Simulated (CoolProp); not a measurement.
A single-stage vapour-compression cycle with the fluid: evaporating at 327.15 K (dew point), condensing at 371.15 K (bubble point), superheat 5 K, subcooling 5 K, compressor efficiency 0.65, no pressure losses. The same conditions are run with several fluids, on thermodynamics alone (safety and materials aside).

Values from CoolProp's reference Helmholtz-energy equation of state of each fluid (R142b: Lemmon 2006; R141b: Lemmon 2006; propyne: Polt 1992; R152A: Outcalt 1996; R21: Platzer 1990; n-butane: Bücker 2006). The equations of Platzer and Polt are older, rougher fits.

| fluid | cooling COP | pressure ratio | discharge temperature (K) | refrigerating effect (kJ/kg) | volumetric capacity (kJ/m³) |
|---|---|---|---|---|---|
| R142b | 3.74 | ___ | ___ | 127 | 4130 |
| R141b | 4.20 | 3.14 | 386.5 | 168 | ___ |
| propyne | 3.72 | 2.57 | 397.8 | ___ | 6840 |
| R152A | 3.42 | 2.59 | 394.5 | 162 | 6440 |
| R21 | 4.16 | 2.87 | ___ | 172 | ___ |
| n-butane | 3.77 | 2.67 | ___ | 230 | ___ |

Question: Some entries are withheld; supply them.

Answer: 
- R142b, pressure ratio: 2.64
- R142b, discharge temperature (K): 384.8
- R141b, volumetric capacity (kJ/m³): 1560
- propyne, refrigerating effect (kJ/kg): 311
- R21, discharge temperature (K): 405.3
- R21, volumetric capacity (kJ/m³): 3120
- n-butane, discharge temperature (K): 376.7
- n-butane, volumetric capacity (kJ/m³): 3040
